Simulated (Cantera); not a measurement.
Cantera run:

```python
import numpy as np
import cantera as ct

gas_names = """
    C CO CO2 C2 C2O C3 C3O2 C4 C5 Cu CuO Cu2 O O2 O3
""".split()
cond_names = """
    C(gr) Cu(cr) Cu(L) CuO(s) Cu2O(s) Cu2O(L)
""".split()


# ... load() reads the species with a 1 bar reference pressure and builds the phases ...
atoms = {
    'Cu': {'Cu': 1},
    'CO2': {'C': 1, 'O': 2},
    'CO': {'C': 1, 'O': 1},
}
top_T = {'C(gr)': 4500, 'CuO(s)': 1390}  # K; cautious upper limits of use, not melting points


# ... equilibrate(T, P, feed) seeds the gas with the atoms and calls Mixture.equilibrate('TP', solver="vcs", rtol=1e-11, max_steps=5000) ...
results = []
feed = {'Cu': 1, 'CO2': 29, 'CO': 2.8}  # mol
T = 1375  # K
P = 38000  # Pa
mix = equilibrate(T, P, feed)
results.append((T, P, feed, dict(zip(mix.species_names, mix.species_moles))))
print(gas.report(threshold=1e-05))
for i in range(1, mix.n_phases):
    print(f"{mix.phase(i).name:16s} {mix.phase_moles(i):12.5e} mol")
```

Output:

```
       temperature   1375 K
          pressure   38000 Pa
           density   0.1416 kg/m^3
  mean mol. weight   42.6 kg/kmol
   phase of matter   gas

                          1 kg             1 kmol
                     ---------------   ---------------
          enthalpy       -7.4168e+06       -3.1596e+08  J
   internal energy       -7.6852e+06       -3.2739e+08  J
           entropy            6899.8        2.9393e+05  J/K
    Gibbs function       -1.6904e+07       -7.2012e+08  J
 heat capacity c_p            1301.2             55432  J/K
 heat capacity c_v              1106             47117  J/K

                      mass frac. Y      mole frac. X     chem. pot. / RT
                     ---------------   ---------------   ---------------
                CO          0.057894           0.08805           -39.563
               CO2            0.9421           0.91195           -65.251
     [  +13 minor]        3.2312e-06        2.1659e-06

C(gr)             0.00000e+00 mol
Cu(L)             9.99931e-01 mol
CuO(s)            0.00000e+00 mol
Cu2O(s)           0.00000e+00 mol
```

Equilibrium computed with Cantera from the NASA thermochemical tables; the gas is ideal and each condensed phase is pure.
